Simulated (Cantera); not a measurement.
Charge: 1 mol FeS₂, a varied amount of H₂, 48 mol N₂, held at 775 °C and 0.0180 bar.

Method: chemical equilibrium by Gibbs-energy minimisation in Cantera with the NASA 1993 tables (ideal gas, pure condensed phases). Candidate condensed phases: Fe, FeS, FeS₂, S; 16 gas species. FeS: taken at fixed stoichiometry. Gases not in the tables: S₃ to S₇. The numbers say what is thermodynamically allowed, not how fast it happens.

x: gas mole fraction; n: condensed amount in mol.

| n(H₂) (mol) | x N₂ | x H₂ | x H₂S | x S₂ | x SH | x NH₃ | x H | n FeS(s) |
|---|---|---|---|---|---|---|---|---|
| 0.86 | 0.976 | 0.00937 | 0.00812 | 0.00611 | 9.36e-6 | 6.92e-9 | 5.59e-9 | 1.00 |
| 1.8 | 0.961 | 0.0223 | 0.0138 | 0.00312 | 1.03e-5 | 2.51e-8 | 8.62e-9 | 1.00 |
| 3.8 | 0.926 | (withheld) | 0.0176 | (withheld) | (withheld) | (withheld) | (withheld) | 1.00 |
| 8.1 | 0.855 | 0.127 | 0.0175 | 0.000155 | 5.49e-6 | 3.23e-7 | 2.06e-8 | 1.00 |
| 17 | 0.738 | 0.246 | 0.0153 | 3.15e-5 | 3.45e-6 | 8.11e-7 | 2.87e-8 | 1.00 |
| 36 | (withheld) | (withheld) | (withheld) | (withheld) | (withheld) | (withheld) | (withheld) | 1.00 |
| 76 | 0.387 | 0.605 | 0.00806 | 1.45e-6 | 1.16e-6 | 2.26e-6 | 4.49e-8 | 1.00 |

Q: Some entries are withheld; supply them.

A: 
- 3.8, x H₂: 0.0556
- 3.8, x S₂: 0.000818
- 3.8, x SH: 8.35e-6
- 3.8, x NH₃: 9.75e-8
- 3.8, x H: 1.36e-8
- 36, x N₂: 0.571
- 36, x H₂: 0.417
- 36, x H₂S: 0.0119
- 36, x S₂: 6.63e-6
- 36, x SH: 2.06e-6
- 36, x NH₃: 1.57e-6
- 36, x H: 3.73e-8
